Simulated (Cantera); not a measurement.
Charge: 1 mol AlCl3, 6.2 mol HCl, 4.1 mol N2, at 2123.15 K and 24000 Pa.

Cantera equilibrium calculation (NASA polynomials, part measured and part estimated; ideal gas, pure solids and liquids). Candidate condensed phases: Al, AlCl3, AlN, NH4Cl; 20 gas species. The tables' values for AlCl2 are old estimates; treat these amounts as uncertain. Equilibrium is a limit: real reactors are often held back by kinetics, nucleation or transport.

Base state: HCl 0.518, N2 0.356, AlCl3 0.0784, Cl 0.0287, H2 0.00944, AlCl2 0.00731, AlCl 0.00105, H 0.000712 (mole fractions); condensed: gas only.

### Question
What changes in the equilibrium state with this change: temperature from 2123.15 K to 1748.15 K?

### Answer
```json
[
 {"species": "HCl", "before": "0.518", "after": "0.543"},
 {"species": "N2", "before": "0.356", "after": "0.362"},
 {"species": "AlCl3", "before": "0.0784", "after": "0.0880"},
 {"species": "Cl", "before": "0.0287", "after": "0.00432"},
 {"species": "AlCl", "before": "0.00105", "after": "4.13e-6"},
 {"species": "H", "before": "0.000712", "after": "2.12e-5"},
 {"species": "AlCl2", "before": "0.00731", "after": "0.000322"},
 {"species": "H2", "before": "0.00944", "after": "0.00206"},
 {"species": "Cl2", "before": "0.000149", "after": "7.40e-5"}
]
```

### Question
What changes in the equilibrium state with this change: HCl from 6.2 to 0.74 mol?

### Answer
```json
[
 {"species": "N2", "before": "0.356", "after": "0.686"},
 {"species": "AlCl3", "before": "0.0784", "after": "0.148"},
 {"species": "HCl", "before": "0.518", "after": "0.122"},
 {"species": "AlCl2", "before": "0.00731", "after": "0.0166"},
 {"species": "Cl", "before": "0.0287", "after": "0.0238"},
 {"species": "H2", "before": "0.00944", "after": "0.000759"},
 {"species": "H", "before": "0.000712", "after": "0.000202"},
 {"species": "AlCl", "before": "0.00105", "after": "0.00286"}
]
```
